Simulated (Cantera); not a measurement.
Standard-state values (1 bar) from the NASA 1993 polynomials, evaluated with Cantera. Values are per mole of reaction as written; species without (g) are pure solids or liquids, kept so even where they would boil at 1 bar. TaC: taken at fixed stoichiometry.

2 TaC + 6 OH(g) → 2 Ta + 2 CH3(g) + 3 O2(g), with ΔH° = 345.8 kJ and ΔS° = -101.0 J/K at 300 K.

**Question.** How far is the shortcut ΔG° ≈ ΔH°(300 K) − T·ΔS°(300 K) from the full temperature-dependent value at 1998, 2048, 2098, 2148, 2198, 2248, 2298, 2348 K?

**Answer.** 
```tsv
T (K)	shortcut (kJ)	full (kJ)	difference (kJ)	difference in log10 K
1998	547.7	595.4	-47.7	1.25
2048	552.7	602.1	-49.4	1.26
2098	557.8	608.9	-51.1	1.27
2148	562.8	615.6	-52.8	1.28
2198	567.9	622.4	-54.5	1.30
2248	572.9	629.2	-56.3	1.31
2298	578.0	636.0	-58.0	1.32
2348	583.0	642.7	-59.7	1.33
```
The shortcut ignores the heat-capacity change of the reaction.
